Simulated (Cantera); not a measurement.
Mixture: CH₄ : O₂ : N₂ : H₂O = 1 : 2.25 : 7.42 : 0.77 (molar parts), at 610000 Pa, adiabatic and at constant volume. Ignition delay is the time to a rise of 400 K.

Computed with Cantera and GRI-Mech 3.0 (53 species, 325 reactions).

### Question
What does this change do: O2 2.25 to 1.2 parts?

### Answer
| quantity | before | after |
|---|---|---|
| delay at 1273 K | 2.87 ms | 7.37 ms |
| delay at 1423 K | 0.563 ms | 1.44 ms |
| delay at 1573 K | 0.131 ms | 0.303 ms |
| delay at 1723 K | 36.6 µs | 73.4 µs |
| delay at 1873 K | 12.7 µs | 22.6 µs |
| apparent activation energy between 1723 and 1873 K | 190 kJ/mol | 210 kJ/mol |

### Question
What does this change do: O2 2.25 to 1.3 parts?

### Answer
| quantity | before | after |
|---|---|---|
| delay at 1273 K | 2.87 ms | 6.48 ms |
| delay at 1423 K | 0.563 ms | 1.27 ms |
| delay at 1573 K | 0.131 ms | 0.270 ms |
| delay at 1723 K | 36.6 µs | 66.7 µs |
| delay at 1873 K | 12.7 µs | 20.8 µs |
| apparent activation energy between 1723 and 1873 K | 190 kJ/mol | 210 kJ/mol |

### Question
What does this change do: pressure from 610000 Pa to 1500000 Pa?

### Answer
| quantity | before | after |
|---|---|---|
| delay at 1273 K | 2.87 ms | 1.08 ms |
| delay at 1423 K | 0.563 ms | 0.235 ms |
| delay at 1573 K | 0.131 ms | 60.2 µs |
| delay at 1723 K | 36.6 µs | 17.6 µs |
| delay at 1873 K | 12.7 µs | 6.09 µs |
| apparent activation energy between 1723 and 1873 K | 190 kJ/mol | 190 kJ/mol |
The pressure lies above the range GRI-Mech 3.0 was tuned for (to about 10 atm).
